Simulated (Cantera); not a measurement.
## Hydrogen reduction and annealing atmospheres: Fe2O3 + H2 + H2O

Input: 1 mol Fe2O3, 60 mol H2, 0.074 mol H2O, equilibrated at 0.410 bar.

Method: chemical equilibrium by Gibbs-energy minimisation in Cantera with the NASA 1993 tables (ideal gas, pure condensed phases). Candidate condensed phases: Fe, FeO, Fe(OH)2, Fe(OH)3, Fe2O3, Fe3O4, H2O; 12 gas species. The numbers say what is thermodynamically allowed, not how fast it happens.

From 1075 °C to 1375 °C the condensed part is Fe(γ). From 1425 °C to 1525 °C the condensed part is Fe(δ). From 1575 °C to 1725 °C the condensed part is Fe(l). The main Fe-bearing gas is Fe(OH)2 at 1075 °C and Fe at 1725 °C.

| T (°C) | log p H2 | log p H2O | log p H | log p Fe | log p OH | n Fe(γ) | n Fe(δ) | n Fe(l) |
|---|---|---|---|---|---|---|---|---|
| 1075 | -0.41 | -1.68 | -5.84 | -8.39 | -8.90 | 2.00 | 0 | 0 |
| 1125 | -0.41 | -1.68 | -5.53 | -7.84 | -8.50 | 2.00 | 0 | 0 |
| 1175 | -0.41 | -1.68 | -5.24 | -7.32 | -8.13 | 2.00 | 0 | 0 |
| 1225 | -0.41 | -1.68 | -4.97 | -6.84 | -7.79 | 2.00 | 0 | 0 |
| 1275 | -0.41 | -1.68 | -4.72 | -6.39 | -7.46 | 2.00 | 0 | 0 |
| 1325 | -0.41 | -1.68 | -4.48 | -5.98 | -7.16 | 2.00 | 0 | 0 |
| 1375 | -0.41 | -1.68 | -4.26 | -5.58 | -6.87 | 2.00 | 0 | 0 |
| 1425 | -0.41 | -1.68 | -4.04 | -5.22 | -6.60 | 0 | 2.00 | 0 |
| 1475 | -0.41 | -1.68 | -3.85 | -4.87 | -6.35 | 0 | 2.00 | 0 |
| 1525 | -0.41 | -1.68 | -3.66 | -4.54 | -6.11 | 0 | 2.00 | 0 |
| 1575 | -0.41 | -1.68 | -3.48 | -4.24 | -5.88 | 0 | 0 | 1.99 |
| 1625 | -0.41 | -1.68 | -3.31 | -3.96 | -5.67 | 0 | 0 | 1.98 |
| 1675 | -0.41 | -1.68 | -3.15 | -3.70 | -5.46 | 0 | 0 | 1.97 |
| 1725 | -0.41 | -1.68 | -3.00 | -3.45 | -5.27 | 0 | 0 | 1.95 |
log p: log10 of the partial pressure in bar; n: condensed amount in mol.
